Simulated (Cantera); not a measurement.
An adiabatic, constant-volume homogeneous reactor starts with 16.6 % CH4, 17.5 % O2, 65.9 % N2, at 1100 K and 4.93 atm.

Cantera simulation using GRI-Mech 3.0 (53 species, 325 reactions); the numbers are that mechanism's predictions, not measurements.

Predict: time of steepest temperature rise; temperature at 6.00 s; equilibrium temperature; x(CH4) at 6.00 s; x(O2) at 6.00 s; x(H2) at 6.00 s; x(NO) at 6.00 s.


```
Property                                                              Result
---------------------------------  -----------------------------------------
time of steepest temperature rise                                    53.2 ms
temperature at 6.00 s                                                 2577 K
equilibrium temperature                                               2577 K
x(CH4) at 6.00 s                     1.23e-9 (gas-phase equilibrium 1.38e-9)
x(O2) at 6.00 s                      4.86e-6 (gas-phase equilibrium 4.86e-6)
x(H2) at 6.00 s                          0.146 (gas-phase equilibrium 0.146)
x(NO) at 6.00 s                    0.000107 (gas-phase equilibrium 0.000107)
```
